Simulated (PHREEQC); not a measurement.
Solution (20 °C): 0.0055 mol HF, 0.0096 mol (NH4)2SiF6 and 5.1e-05 mol H3BO3 per kg of water. Closed to the air; pH follows from the charge balance.

Model: ion-association model, wateq4f.dat, run in PHREEQC.

Each row changes one thing in this solution. This is a speciation only: nothing precipitates in the calculation.

```csv
case,pH,ionic strength (mol/kgw),HF (mol/kgw),F- (mol/kgw),H2F2 (mol/kgw),HF2- (mol/kgw)
as made,2.79,0.0307,0.00348,0.00185,3.80e-5,2.38e-5
H3BO3 left out,2.78,0.0307,0.00358,0.00189,4.02e-5,2.51e-5
temperature from 20 to 10 °C,2.76,0.0308,0.00327,0.00193,4.74e-5,2.11e-5
H3BO3 from 5.1e-05 to 1.02e-05 mol/kgw,2.78,0.0307,0.00356,0.00188,3.97e-5,2.48e-5
diluted 100-fold with water,3.57,0.000465,0.000166,0.000465,8.55e-8,2.83e-7
HF replaced by Na2SiF6 at the same molality,3.15,0.0455,0.00155,0.00200,7.60e-6,1.16e-5
(NH4)2SiF6 left out,2.78,0.00172,0.00356,0.00165,3.94e-5,2.16e-5
(NH4)2SiF6 replaced by KHF2 at the same molality,3.00,0.0107,0.0124,0.0102,0.000482,0.000466
```

Some of these states are supersaturated (in Quartz (slow to form), Chalcedony (slow to form), for instance). At this temperature some constants are extrapolated from 25 °C, and those without enthalpy data are left unchanged. SiF6-2 is the database's only silicon fluoride. Real BF4- forms and hydrolyses slowly; the run takes it at equilibrium.
